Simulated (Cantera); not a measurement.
Thermodynamics of oxide etching and cleaning by halides, feed SiO2 + SiCl4 + O2 + HF

Input: 1 mol SiO2, 0.92 mol SiCl4, 5 mol O2, 49 mol HF, at 9.30 Pa.

Cantera equilibrium calculation (NASA polynomials, part measured and part estimated; ideal gas, pure solids and liquids). Candidate condensed phases: H2O, Si, SiO2; 52 gas species. The tables hold silica as quartz up to 1696 K and as liquid above; real silica turns to tridymite and cristobalite and melts near 1996 K. Equilibrium is a limit: real reactors are often held back by kinetics, nucleation or transport.

| T (°C) | x HF | x O2 | x HCl | x H2O | x SiF4 | x Cl | n SiO2(β-quartz) |
|---|---|---|---|---|---|---|---|
| 652 | 0.766 | 0.0926 | 0.0676 | 0.0374 | 0.0356 | 0.000176 | 0 |
| 702 | 0.766 | 0.0926 | 0.0676 | 0.0374 | 0.0356 | 0.000331 | 0 |
| 752 | 0.766 | 0.0925 | 0.0675 | 0.0375 | 0.0356 | 0.000584 | 0 |
| 802 | 0.766 | 0.0924 | 0.0671 | 0.0376 | 0.0356 | 0.000973 | 0 |
| 852 | 0.774 | 0.0920 | 0.0663 | 0.0329 | 0.0330 | 0.00165 | 0.133 |
| 902 | 0.783 | 0.0915 | 0.0650 | 0.0276 | 0.0301 | 0.00272 | 0.289 |
| 952 | 0.791 | 0.0908 | 0.0633 | 0.0234 | 0.0275 | 0.00426 | 0.422 |
| 1002 | 0.797 | 0.0900 | 0.0610 | 0.0201 | 0.0253 | 0.00639 | 0.539 |
x: gas mole fraction; n: condensed amount in mol.

From 652 °C to 802 °C nothing is condensed. From 852 °C to 1002 °C the condensed part is SiO2(β-quartz). The main Si-bearing gas is SiF4 throughout.
